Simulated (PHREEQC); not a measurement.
## Buffer: an equilibrium model

Dissolve 0.0025 mol HF, 0.0025 mol Na2HPO4 and 0.045 mol KCl per kg of water at 20 °C. Closed to the air; pH follows from the charge balance.

Computed with PHREEQC (ion-association model, phreeqc.dat).

Precipitation was switched off in this run.

Question: What pH does the model give?

Answer: pH 5.09.

Question: In which forms is P present?

Answer: H2PO4- 99 %, HPO4-2 1.3 % of the P.
